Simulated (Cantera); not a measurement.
Input: 1 mol Si, 1 mol HCl, 6.2 mol H2, equilibrated at 49000 Pa.

Method: chemical equilibrium by Gibbs-energy minimisation in Cantera with the NASA 1993 tables (ideal gas, pure condensed phases). Candidate condensed phases: Si; 19 gas species. The tables' values for SiCl3, SiCl are old estimates; treat these amounts as uncertain. Gases not in the tables: Si2H6 and higher silanes. Equilibrium is a limit: real reactors are often held back by kinetics, nucleation or transport. All values below are at 1402 °C.

Base state: H2 0.891, HCl 0.0805, SiCl2 0.0262, SiCl3 0.00143, SiHCl3 0.000323, SiCl4 0.000162, H 0.000157, SiH2Cl2 0.000111 (mole fractions); condensed: Si(s).

Problem. What changes in the equilibrium state with this change: HCl from 1 to 0.54 mol?

Solution. 
| species | before | after |
|---|---|---|
| H2 | 0.891 | 0.933 |
| HCl | 0.0805 | 0.0550 |
| SiCl2 | 0.0262 | 0.0117 |
| SiCl4 | 0.000162 | 3.21e-5 |
| SiCl3 | 0.00143 | 0.000425 |
| SiHCl3 | 0.000323 | 9.83e-5 |
| Si(s), mol | 0.797 | 0.917 |
The tables' values for SiCl3 are old estimates; treat these amounts as uncertain.
